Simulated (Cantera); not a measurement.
Input (Python, Cantera) and output of one run.

```python
import numpy as np
import cantera as ct

gas_names = """
    CL CL2 H HCL H2 N NH NH2 NH3 N2 N2H2 N2H4 Si SiCL SiCL2 SiCL3 SiCL4 SiH SiHCL3 SiH2 SiH2CL2 SiH3
    SiH3CL SiH4 SiN Si2 Si2N Si3
""".split()
cond_names = """
    NH4CL(a) NH4CL(b) Si(cr) Si(L) Si3N4(a)
""".split()


# ... load() reads the species with a 1 bar reference pressure and builds the phases ...
atoms = {
    'Si3H8': {'Si': 3, 'H': 8},
    'N2': {'N': 2},
    'HCl': {'H': 1, 'CL': 1},
}
top_T = {'Si3N4(a)': 2400}  # K; cautious upper limits of use, not melting points


# ... equilibrate(T, P, feed) seeds the gas with the atoms and calls Mixture.equilibrate('TP', solver="vcs", rtol=1e-11, max_steps=5000) ...
results = []
feed = {'Si3H8': 1, 'N2': 7.8, 'HCl': 1.1}  # mol
T = 923.15  # K
P = 1500  # Pa
mix = equilibrate(T, P, feed)
results.append((T, P, feed, dict(zip(mix.species_names, mix.species_moles))))
x = sorted(zip(gas.X, gas.species_names), reverse=True)
print(f"T = {T:g} K  P = {P:g} Pa  gas = {mix.phase_moles(0):.4g} mol")
print("   x: " + "  ".join(f"{s} {v:.3e}" for v, s in x if v > 0.0001))
print("   condensed (mol): " + ("  ".join(f"{mix.phase(i).name} {mix.phase_moles(i):.4g}"
      for i in range(1, mix.n_phases) if mix.phase_moles(i) > 1e-12) or "none"))
```

Result:

```
T = 923.15 K  P = 1500 Pa  gas = 10.9 mol
   x: N2 5.322e-01  H2 3.672e-01  HCL 1.004e-01  SiCL4 1.193e-04
   condensed (mol): Si3N4(a) 0.9996
```

These are equilibrium values from Cantera (NASA tables, ideal gas, pure condensed phases), not measurements of a reactor. The feed counts by its element totals alone. N2 is the only nitrogen source here; it is nearly inert below about 1500 K, so the nitride shown seldom forms there in practice.
